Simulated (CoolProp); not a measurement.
A Linde-Hampson liquefier for nitrogen: isothermal reversible compression at 290 K from 1 atm to 25 MPa, throttling to 1 atm, return gas leaving the recuperator 10 K below the feed. Each further row changes one setting.

Model: reference Helmholtz-energy equation of state, Span 2000, in CoolProp.

| case | liquid yield per pass | compression work (kJ/kg of gas) |
|---|---|---|
| as stated | (withheld) | 475 |
| high pressure 50 MPa | (withheld) | (withheld) |
| warm-end temperature 320 K | (withheld) | (withheld) |
| warm-end gap 15 K | (withheld) | 475 |

Complete the blanks.


- as stated, liquid yield per pass: 0.069
- high pressure 50 MPa, liquid yield per pass: 0.076
- high pressure 50 MPa, compression work (kJ/kg of gas): 547
- warm-end temperature 320 K, liquid yield per pass: 0.045
- warm-end temperature 320 K, compression work (kJ/kg of gas): 528
- warm-end gap 15 K, liquid yield per pass: 0.057
